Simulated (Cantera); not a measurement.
Input (Python, Cantera):

```python
import numpy as np
import cantera as ct

surf = ct.Interface("ptcombust.yaml", "Pt_surf")
gas = surf.adjacent["gas"]
gas.TPX = 550, 500000, {'H2': 0.0045, 'O2': 0.026, 'N2': 0.79, 'H2O': 0.005}
surf.TP = 550, 500000
reactor = ct.FlowReactor(gas, clone=False)
reactor.area = 0.0001  # m2
reactor.surface_area_to_volume_ratio = 2300  # 1/m
reactor.mass_flow_rate = 0.84 * reactor.area * gas.density  # inlet velocity 0.84 m/s
reactor.energy_enabled = False
wall = ct.ReactorSurface(surf, reactor, clone=False)
net = ct.ReactorNet([reactor])
net.rtol, net.atol = 1e-8, 1e-16
show, cover = ['H2', 'O2', 'H2O'], ['PT(S)', 'H(S)', 'O(S)', 'OH(S)', 'CO(S)', 'C(S)']

rows = []
print(f"{'z/m':>9s}{'u/(m/s)':>9s}" + "".join(f"{s:>13s}" for s in show + cover))
for z in [4.1e-05, 8.8e-05, 0.00019, 0.00041, 0.00088, 0.0019, 0.0041]:
    net.advance(z)
    rows.append([reactor.speed, *gas[show].X, *surf[cover].coverages])
    print(f"{z:9.4g}{rows[-1][0]:9.3g}" + "".join(f"{x:13.4e}" for x in rows[-1][1:]))
```

Output:

```
      z/m  u/(m/s)           H2           O2          H2O        PT(S)         H(S)         O(S)        OH(S)        CO(S)         C(S)
  4.1e-05    0.839   2.9070e-03   3.0261e-02   8.6159e-03   1.4950e-01   1.5852e-07   7.9594e-01   5.4001e-02   9.6973e-23   4.3834e-26
  8.8e-05    0.838   1.8757e-03   2.9760e-02   9.6531e-03   9.8089e-02   6.3671e-08   8.5480e-01   4.6712e-02   2.9774e-24   2.4421e-29
  0.00019    0.838   1.0524e-03   2.9360e-02   1.0481e-02   5.5782e-02   1.9695e-08   9.0682e-01   3.7151e-02   4.4725e-25   9.3767e-30
  0.00041    0.838   5.3758e-04   2.9110e-02   1.0999e-02   2.8740e-02   5.1835e-09   9.4353e-01   2.7601e-02   5.3785e-26   6.4553e-30
  0.00088    0.838   2.6198e-04   2.8976e-02   1.1276e-02   1.4072e-02   1.2752e-09   9.6617e-01   1.9696e-02   8.2554e-22  -4.9962e-27
   0.0019    0.838   1.2378e-04   2.8909e-02   1.1415e-02   6.6662e-03   3.0320e-10   9.7960e-01   1.3703e-02   7.6464e-28  -5.8543e-30
   0.0041    0.838   5.7816e-05   2.8877e-02   1.1481e-02   3.1229e-03   7.2709e-11   9.8743e-01   9.4340e-03  -5.0983e-26   1.8409e-30
```

Detailed kinetics in Cantera: Deutschmann's 1995 Pt surface mechanism with GRI-Mech 3.0 gas chemistry. Catalytic surfaces can have several steady states; this one follows from the mechanism file's or the stated starting coverage. Mass transfer to the wall is taken as infinitely fast.
